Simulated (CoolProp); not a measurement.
The numbers come from the reference Helmholtz-energy equation of state, Pan 2012 in CoolProp.

### Question
Give the vapour pressure (kPa), liquid cp (kJ/(kg K)), liquid viscosity (µPa s), vapour viscosity (µPa s) of saturated R236FA at 314.1, 346.5 K.

### Answer
```json
[
 {"T (K)": "314.1", "p (kPa)": "449", "liquid cp (kJ/(kg K))": "1.28", "liquid viscosity (µPa s)": "235", "vapour viscosity (µPa s)": "11.4"},
 {"T (K)": "346.5", "p (kPa)": "1070", "liquid cp (kJ/(kg K))": "1.40", "liquid viscosity (µPa s)": "156", "vapour viscosity (µPa s)": "12.9"}
]
```

Viscosity comes from a separate model (Huber 2003), an estimate that may be off by 10 % or more.
